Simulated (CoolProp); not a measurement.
Computed with CoolProp (reference Helmholtz-energy equation of state, Leachman 2009).

Q: For normal hydrogen, give the phase and the cv (kJ/(kg K)), speed of sound (m/s), Joule-Thomson coefficient (K/MPa), Prandtl number at 41.4 K and 0.102 bar; 41.4 K and 0.21 bar; 41.4 K and 15.8 bar.

A: 
- 41.4 K and 0.102 bar: gas; cv 6.19, speed of sound 533, Joule-Thomson coefficient 6.35, Prandtl number 0.668
- 41.4 K and 0.21 bar: gas; cv 6.20, speed of sound 533, Joule-Thomson coefficient 6.35, Prandtl number 0.669
- 41.4 K and 15.8 bar: supercritical; cv 6.67, speed of sound 500, Joule-Thomson coefficient 5.57, Prandtl number 0.957

Viscosity comes from a separate model (Muzny 2013). Thermal conductivity comes from a separate model (Assael 2011).
